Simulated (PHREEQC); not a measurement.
**Ultrapure water in contact with air or piping (model solution)**

Synthetic water in mg/L, 20 °C, pH 5.93, pe 9.4: Na 0.34; K 0.045; Ca 0.538; Mg 0.0586; Cl 0.239; S(6) as SO4 0.228; Alkalinity as HCO3 2.21; F 0.00167; Ni 0.00471; Cd 0.00104; B 0.000982; Zn 0.0236.

Cl is adjusted to close the charge balance.
Valence states are taken as typed.

Equilibrium calculation in PHREEQC: ion-association model, wateq4f.dat.

* **ionic strength**: 6.83e-5 mol/kgw

| species | molality | activity | log γ |
|---|---|---|---|
| CO2 | 0.000105 | 0.000105 | 0.000 |
| HCO3- | 3.74e-5 | 3.70e-5 | -0.004 |
| Na+ | 1.48e-5 | 1.47e-5 | -0.004 |
| Ca+2 | 1.34e-5 | 1.29e-5 | -0.016 |
| Cl- | 7.45e-6 | 7.38e-6 | -0.004 |
| Mg+2 | 2.41e-6 | 2.32e-6 | -0.016 |
| SO4-2 | 2.37e-6 | 2.28e-6 | -0.016 |
| H+ | 1.19e-6 | 1.17e-6 | -0.004 |
| K+ | 1.15e-6 | 1.14e-6 | -0.004 |
| Zn+2 | 3.59e-7 | 3.46e-7 | -0.016 |
| H3BO3 | 9.08e-8 | 9.08e-8 | 0.000 |
| F- | 8.77e-8 | 8.69e-8 | -0.004 |
| Ni+2 | 7.90e-8 | 7.61e-8 | -0.017 |
| Cd+2 | 9.23e-9 | 8.88e-9 | -0.017 |
| OH- | 5.83e-9 | 5.78e-9 | -0.004 |
| CaHCO3+ | 5.66e-9 | 5.60e-9 | -0.004 |

Precipitation was switched off in this run. Species that the database lacks are ignored. Real BF4- forms and hydrolyses slowly; the run takes it at equilibrium.
